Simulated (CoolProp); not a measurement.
Saturation properties of octamethylcyclotetrasiloxane (D4) (Tc = 586.5 K, pc = 1.347 MPa, ω = 0.598).

Computed with CoolProp (reference Helmholtz-energy equation of state, Thol 2015).

| T (K) | p (MPa) | liquid density (kg/m³) | enthalpy of vaporisation (kJ/kg) | liquid cp (kJ/(kg K)) | vapour Z | surface tension (mN/m) |
|---|---|---|---|---|---|---|
| 397.8 | 0.02222 | 832.8 | 149.9 | ___ | 0.9750 | 10.8 |
| 402.9 | 0.02645 | ___ | 148.1 | 1.884 | 0.9715 | 10.5 |
| 407.9 | 0.03120 | 820.1 | 146.3 | 1.895 | 0.9678 | 10.1 |
| 413 | 0.03673 | 813.5 | 144.5 | 1.908 | 0.9636 | ___ |
| 418.1 | 0.04302 | 806.9 | 142.6 | 1.920 | 0.9590 | 9.42 |
| 423.1 | 0.04999 | 800.4 | 140.8 | 1.932 | 0.9542 | 9.08 |
| 428.2 | 0.05799 | 793.6 | 138.9 | 1.944 | 0.9489 | 8.74 |
| 433.2 | 0.06678 | 786.9 | 137.0 | 1.957 | 0.9433 | 8.41 |
| 438.3 | ___ | 780.0 | 135.0 | 1.969 | 0.9372 | 8.07 |
| 443.4 | 0.08795 | 773.0 | 133.0 | 1.982 | 0.9306 | 7.74 |
| 448.4 | 0.1001 | 766.1 | 131.1 | 1.995 | 0.9238 | 7.41 |
| 453.5 | 0.1137 | 758.9 | 129.0 | 2.008 | 0.9163 | 7.08 |
| 458.6 | 0.1288 | 751.5 | 127.0 | 2.022 | 0.9083 | 6.76 |

Q: Some entries are withheld; supply them.

A: 
- 397.8, liquid cp (kJ/(kg K)): 1.872
- 402.9, liquid density (kg/m³): 826.4
- 413, surface tension (mN/m): 9.76
- 438.3, p (MPa): 0.07679

It boils at 448.9 K under 1 atm.

Surface tension comes from a separate correlation (Mulero 2014), older than this fluid's equation and unchecked against measurements.
